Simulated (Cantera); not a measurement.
A closed system holds: 1 mol SiHCl3, 0.018 mol C2H4, 19 mol H2, equilibrated at 2573 K and 0.0250 bar.

Cantera equilibrium calculation (NASA polynomials, part measured and part estimated; ideal gas, pure solids and liquids). Candidate condensed phases: C, C6H6, C7H8, C8H18, Si, SiC; 109 gas species. The tables' values for SiCl are old estimates; treat these amounts as uncertain. Gases not in the tables: Si2H6 and higher silanes. Kinetics and transport are ignored.

Base state: H2 0.665, H 0.177, HCl 0.0984, Si 0.0343, Cl 0.0184, SiCl 0.00226, SiCl2 0.00216, SiH 0.00105 (mole fractions); condensed: gas only.

Question: What changes in the equilibrium state with this change: temperature from 2573 K to 2200 K?

Answer: 
```json
[
 {"species": "H2", "before": "0.665", "after": "0.833"},
 {"species": "HCl", "before": "0.0984", "after": "0.0924"},
 {"species": "H", "before": "0.177", "after": "0.0325"},
 {"species": "Si", "before": "0.0343", "after": "0.0147"},
 {"species": "SiCl2", "before": "0.00216", "after": "0.0198"},
 {"species": "Cl", "before": "0.0184", "after": "0.00262"},
 {"species": "Si3", "before": "1.94e-6", "after": "4.61e-5"},
 {"species": "SiCl3", "before": "2.01e-6", "after": "3.85e-5"},
 {"species": "Si(l), mol", "before": "0", "after": "0.0900"},
 {"species": "SiC(s), mol", "before": "0", "after": "0.0153"}
]
```
Mutual solubility and eutectic melting of coexisting phases are not modelled. The tables' values for SiCl, SiCl3 are old estimates; treat these amounts as uncertain.

Question: What changes in the equilibrium state with this change: temperature from 2573 K to 1398.15 K?

Answer: 
| species | before | after |
|---|---|---|
| H2 | 0.665 | 0.887 |
| HCl | 0.0984 | 0.0855 |
| SiCl2 | 0.00216 | 0.0243 |
| H | 0.177 | 2.82e-5 |
| Si | 0.0343 | 3.13e-8 |
| Cl | 0.0184 | 2.24e-6 |
| SiCl4 | 1.10e-9 | 0.000544 |
| Si2C | 0.000361 | <1e-9 |
| SiC2 | 0.000290 | <1e-9 |
| C2H2 (acetylene) | 0.000258 | <1e-9 |
| Si(s), mol | 0 | 0.396 |
| SiC(s), mol | 0 | 0.0360 |
Mutual solubility and eutectic melting of coexisting phases are not modelled. The tables' values for SiCl3 are old estimates; treat these amounts as uncertain.

Question: What changes in the equilibrium state with this change: temperature from 2573 K to 1600 K?

Answer: 
| species | before | after |
|---|---|---|
| H2 | 0.665 | 0.886 |
| HCl | 0.0984 | 0.0848 |
| SiCl2 | 0.00216 | 0.0280 |
| H | 0.177 | 0.000324 |
| Si | 0.0343 | 3.90e-6 |
| Cl | 0.0184 | 2.45e-5 |
| SiC2 | 0.000290 | <1e-9 |
| C2H2 (acetylene) | 0.000258 | 2.69e-9 |
| Si(s), mol | 0 | 0.362 |
| SiC(s), mol | 0 | 0.0360 |
Mutual solubility and eutectic melting of coexisting phases are not modelled. The tables' values for SiCl3, SiCl are old estimates; treat these amounts as uncertain.
